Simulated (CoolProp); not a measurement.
Vapour-liquid equilibrium of R22 (1) + c-C4F8 (RC318) (2) at 1.6 MPa; x and y are mole fractions of (1).

The numbers come from the multi-fluid Helmholtz-energy mixture model, Kamei 1995 and Platzer 1990; pair parameters Bell 2016 in CoolProp. This equation is an older, rougher fit; its heat capacities, sound speeds and derivatives of the liquid may be far off and weren't checked against measurements.

```json
[
 {"x": "0.05", "bubble temperature (K)": "359.1", "y at the bubble point": "0.076", "dew temperature at overall composition x (K)": "?", "liquid density (mol/L)": "6.063"},
 {"x": "0.15", "bubble temperature (K)": "352.9", "y at the bubble point": "0.249", "dew temperature at overall composition x (K)": "356.7", "liquid density (mol/L)": "6.577"},
 {"x": "0.25", "bubble temperature (K)": "345.1", "y at the bubble point": "0.426", "dew temperature at overall composition x (K)": "352.9", "liquid density (mol/L)": "7.156"},
 {"x": "0.35", "bubble temperature (K)": "?", "y at the bubble point": "0.576", "dew temperature at overall composition x (K)": "?", "liquid density (mol/L)": "7.764"},
 {"x": "0.45", "bubble temperature (K)": "330.4", "y at the bubble point": "0.685", "dew temperature at overall composition x (K)": "?", "liquid density (mol/L)": "8.377"},
 {"x": "0.55", "bubble temperature (K)": "325.3", "y at the bubble point": "0.761", "dew temperature at overall composition x (K)": "338.6", "liquid density (mol/L)": "?"},
 {"x": "0.65", "bubble temperature (K)": "321.7", "y at the bubble point": "0.815", "dew temperature at overall composition x (K)": "332.7", "liquid density (mol/L)": "9.656"},
 {"x": "0.75", "bubble temperature (K)": "319.0", "y at the bubble point": "0.860", "dew temperature at overall composition x (K)": "326.1", "liquid density (mol/L)": "?"},
 {"x": "0.85", "bubble temperature (K)": "317.0", "y at the bubble point": "?", "dew temperature at overall composition x (K)": "319.6", "liquid density (mol/L)": "11.28"},
 {"x": "0.95", "bubble temperature (K)": "?", "y at the bubble point": "0.962", "dew temperature at overall composition x (K)": "315.6", "liquid density (mol/L)": "12.34"}
]
```

Problem. Complete the blanks.

Solution. 
- 0.05, dew temperature at overall composition x (K): 359.8
- 0.35, bubble temperature (K): 337.2
- 0.35, dew temperature at overall composition x (K): 348.6
- 0.45, dew temperature at overall composition x (K): 343.9
- 0.55, liquid density (mol/L): 8.998
- 0.75, liquid density (mol/L): 10.40
- 0.85, y at the bubble point: 0.905
- 0.95, bubble temperature (K): 315.4

No azeotrope shows between x = 0.05 and 0.95.

The pair parameters rest on a limited set of measurements; away from them the model extrapolates. The gap from Raoult's law changes sign with composition, which may be real or a fault of the pair parameters; it wasn't checked against measurements.
